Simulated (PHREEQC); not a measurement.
Dissolve 0.0025 mol (NH4)2SO4 and 5.4e-06 mol LiF per kg of water at 25 °C. Closed to the air; pH follows from the charge balance.

Equilibrium calculation in PHREEQC: ion-association model, phreeqc.dat.

Each row changes one thing in this solution. This is a speciation only: nothing precipitates in the calculation.

| case | pH | SO4-2 (mol/kgw) | NH4SO4- (mol/kgw) | NH3 (mol/kgw) | HSO4- (mol/kgw) | LiSO4- (mol/kgw) |
|---|---|---|---|---|---|---|
| as made | 5.85 | 0.00239 | 0.000106 | 1.79e-6 | 2.53e-7 | 3.95e-8 |
| 7.1e-05 mol/kgw MgBr2 added | 5.85 | 0.00238 | 0.000105 | 1.79e-6 | 2.51e-7 | 3.91e-8 |
| LiF from 5.4e-06 to 2.7e-05 mol/kgw | 5.85 | 0.00239 | 0.000106 | 1.81e-6 | 2.50e-7 | 1.97e-7 |
| LiF from 5.4e-06 to 8.1e-06 mol/kgw | 5.85 | 0.00239 | 0.000106 | 1.79e-6 | 2.53e-7 | 5.92e-8 |
| temperature from 25 to 50 °C | ___ | 0.00239 | 0.000104 | 4.25e-6 | 9.65e-7 | 3.88e-8 |
| LiF from 5.4e-06 to 4.86e-06 mol/kgw | 5.85 | 0.00239 | 0.000106 | 1.79e-6 | 2.53e-7 | 3.55e-8 |
| (NH4)2SO4 from 0.0025 to 0.00125 mol/kgw | ___ | 0.00122 | 2.99e-5 | 1.23e-6 | 1.04e-7 | 2.21e-8 |

### Question
Complete the blanks.

### Answer

- temperature from 25 to 50 °C, pH: 5.52
- (NH4)2SO4 from 0.0025 to 0.00125 mol/kgw, pH: 5.97

Complexes and solids missing from the database can't appear. Away from 25 °C the constants follow the database's enthalpies or fits; those with neither stay at their 25 °C values.
